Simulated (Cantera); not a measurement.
**B₂O₃ + H₂O + H₂ + HF (boron, boron nitride and boron oxide)**

Charge: 1 mol B₂O₃, 19 mol H₂O, 3.1 mol H₂, 1.3 mol HF, held at 0.560 bar.

These are equilibrium values from Cantera (NASA tables, ideal gas, pure condensed phases), not measurements of a reactor. Candidate condensed phases: B, B₂O₃, B₃O₃H₃, H₂O; 43 gas species. Gases not in the tables: H₃BO₃. The numbers say what is thermodynamically allowed, not how fast it happens.

```json
[
 {"T (°C)": "802", "x H₂O": "0.802", "x H₂": "0.133", "x HF": "0.0525", "x HBO₂": "0.000135", "x (HBO₂)₃": "0.0105", "x BOF": "3.43e-5", "n B₂O₃(l)": "0.616"},
 {"T (°C)": "852", "x H₂O": "0.804", "x H₂": "0.133", "x HF": "0.0533", "x HBO₂": "0.000317", "x (HBO₂)₃": "0.00847", "x BOF": "7.83e-5", "n B₂O₃(l)": "0.688"},
 {"T (°C)": "902", "x H₂O": "0.805", "x H₂": "0.133", "x HF": "0.0538", "x HBO₂": "0.000693", "x (HBO₂)₃": "0.00694", "x BOF": "0.000165", "n B₂O₃(l)": "0.738"},
 {"T (°C)": "952", "x H₂O": "0.805", "x H₂": "0.133", "x HF": "0.0540", "x HBO₂": "0.00141", "x (HBO₂)₃": "0.00576", "x BOF": "0.000326", "n B₂O₃(l)": "0.771"},
 {"T (°C)": "1002", "x H₂O": "0.805", "x H₂": "0.133", "x HF": "0.0540", "x HBO₂": "0.00272", "x (HBO₂)₃": "0.00484", "x BOF": "0.000605", "n B₂O₃(l)": "0.786"},
 {"T (°C)": "1052", "x H₂O": "0.804", "x H₂": "0.132", "x HF": "0.0537", "x HBO₂": "0.00495", "x (HBO₂)₃": "0.00410", "x BOF": "0.00106", "n B₂O₃(l)": "0.782"},
 {"T (°C)": "1102", "x H₂O": "0.801", "x H₂": "0.132", "x HF": "0.0530", "x HBO₂": "0.00860", "x (HBO₂)₃": "0.00350", "x BOF": "0.00178", "n B₂O₃(l)": "0.752"},
 {"T (°C)": "1152", "x H₂O": "0.796", "x H₂": "0.132", "x HF": "0.0519", "x HBO₂": "0.0143", "x (HBO₂)₃": "0.00301", "x BOF": "0.00284", "n B₂O₃(l)": "0.689"},
 {"T (°C)": "1202", "x H₂O": "0.789", "x H₂": "0.131", "x HF": "0.0502", "x HBO₂": "0.0230", "x (HBO₂)₃": "0.00259", "x BOF": "0.00433", "n B₂O₃(l)": "0.582"},
 {"T (°C)": "1252", "x H₂O": "0.778", "x H₂": "0.130", "x HF": "0.0479", "x HBO₂": "0.0355", "x (HBO₂)₃": "0.00223", "x BOF": "0.00633", "n B₂O₃(l)": "0.418"},
 {"T (°C)": "1302", "x H₂O": "0.762", "x H₂": "0.128", "x HF": "0.0449", "x HBO₂": "0.0532", "x (HBO₂)₃": "0.00192", "x BOF": "0.00886", "n B₂O₃(l)": "0.177"}
]
```
x: gas mole fraction; n: condensed amount in mol.

From 802 °C to 1302 °C the condensed part is B₂O₃(l). The share of B in condensed phases is highest at 1002 °C (78.6 %) and lowest at 1302 °C (17.7 %).
